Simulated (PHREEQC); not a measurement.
# Buffer (model solution)

A solution holds 49 mmol/kgw KHCO3 and 2.95 mmol/kgw NaF, at 25 °C. Closed to the air; pH follows from the charge balance.

Equilibrium calculation in PHREEQC: ion-association model, phreeqc.dat.

This is a speciation only: nothing precipitates in the calculation.

Task: Predict the pH.

Result: pH 8.17.

Task: In which forms is C present?

Result: HCO3- 97 %, CO2 1.2 %, CO3-2 1.2 % of the C.
